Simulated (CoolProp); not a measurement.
A simple Rankine cycle with n-perfluoropentane: condensing at 327.15 K, boiler at 0.875 MPa, turbine inlet 499 K, turbine efficiency 0.6, pump efficiency 0.8, no recuperator. Each further row changes one setting.

Computed with CoolProp (reference Helmholtz-energy equation of state, Gao 2022).

| case | thermal efficiency (%) | net work (kJ/kg) | heat in (kJ/kg) | turbine exit temperature (K) | volume ratio over the turbine |
|---|---|---|---|---|---|
| as stated | 4.2 | 10.2 | 245 | 485.4 | 3.91 |
| condensing temperature 319.15 K | 4.8 | 12.2 | 254 | 483.2 | 5.02 |
| boiler pressure 0.612 MPa | 3.1 | 7.68 | 247 | 489.5 | 2.69 |
| turbine efficiency 0.5 | 3.4 | 8.42 | 245 | 487.1 | 3.92 |
